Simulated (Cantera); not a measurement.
Cantera run:

```python
import numpy as np
import cantera as ct

gas_names = """
    H H2 N NH NH2 NH3 N2 N2H2 N2H4 Si SiH SiH2 SiH3 SiH4 SiN Si2 Si2N Si3
""".split()
cond_names = """
    Si(cr) Si(L) Si3N4(a)
""".split()


def load(file, names, dense=False):
    # The tables refer to 1 bar. Condensed volumes are neglected.
    table = {s.name: s for s in ct.Species.list_from_file(file)}
    out = []
    for n in names:
        d = dict(table[n].input_data)
        d["thermo"] = dict(d["thermo"], **{"reference-pressure": 1e5})
        if dense:
            d["equation-of-state"] = {"model": "constant-volume", "density": "1e6 g/cm^3"}
        out.append(ct.Species.from_dict(d))
    return out


gas = ct.Solution(thermo="ideal-gas", species=load("nasa_gas.yaml", gas_names))
cond = {s.name: ct.Solution(thermo="fixed-stoichiometry", species=[s], name=s.name)
        for s in load("nasa_condensed.yaml", cond_names, dense=True)}
atoms = {
    'Si3N4': {'Si': 3, 'N': 4},
    'H2': {'H': 2},
}
top_T = {'Si3N4(a)': 2400}  # K; cautious upper limits of use, not melting points


def equilibrate(T, P, feed):
    n = {}
    for name, mol in feed.items():
        for a, k in atoms[name].items():
            n[a] = n.get(a, 0.0) + k * mol
    gas.TPX = T, P, n
    mass = sum(n.values()) * gas.mean_molecular_weight
    gas.equilibrate("TP")
    valid = [c for c in cond.values() if c.min_temp <= T <= top_T.get(c.name, c.max_temp)]
    mix = ct.Mixture([(gas, mass / gas.mean_molecular_weight)] + [(c, 0.0) for c in valid])
    mix.T, mix.P = T, P
    mix.equilibrate("TP", solver="vcs", rtol=1e-11, max_steps=5000)
    return mix


results = []
feed = {'Si3N4': 1, 'H2': 1.7}  # mol
T = 2525  # K
P = 1000  # Pa
mix = equilibrate(T, P, feed)
results.append((T, P, feed, dict(zip(mix.species_names, mix.species_moles))))
print(gas.report(threshold=1e-05))
for i in range(1, mix.n_phases):
    print(f"{mix.phase(i).name:16s} {mix.phase_moles(i):12.5e} mol")
```

Output:

```
       temperature   2525 K
          pressure   1000 Pa
           density   0.00097603 kg/m^3
  mean mol. weight   20.491 kg/kmol
   phase of matter   gas

                          1 kg             1 kmol
                     ---------------   ---------------
          enthalpy        1.3406e+07        2.7469e+08  J
   internal energy        1.2381e+07         2.537e+08  J
           entropy             13116        2.6875e+05  J/K
    Gibbs function       -1.9712e+07       -4.0391e+08  J
 heat capacity c_p            1417.5             29046  J/K
 heat capacity c_v            1011.7             20732  J/K

                      mass frac. Y      mole frac. X     chem. pot. / RT
                     ---------------   ---------------   ---------------
                 H         0.0058594           0.11911           -13.283
                H2          0.017762           0.18053           -26.565
                N2           0.38759            0.2835           -33.618
                Si           0.54873           0.40035           -7.5119
               SiH         0.0061461         0.0043288           -20.794
              SiH2        0.00020779        0.00014145           -34.077
               SiN         0.0042486         0.0020682           -24.321
               Si2          0.021295         0.0077684           -15.024
              Si2N         0.0043294         0.0012641           -31.833
               Si3         0.0038323        0.00093202           -22.536
     [   +8 minor]        1.4482e-06        2.0906e-06

Si(L)             0.00000e+00 mol
```

Cantera equilibrium calculation (NASA polynomials, part measured and part estimated; ideal gas, pure solids and liquids). The tables' values for SiN are old estimates; treat these amounts as uncertain. Gases not in the tables: Si2H6 and higher silanes.
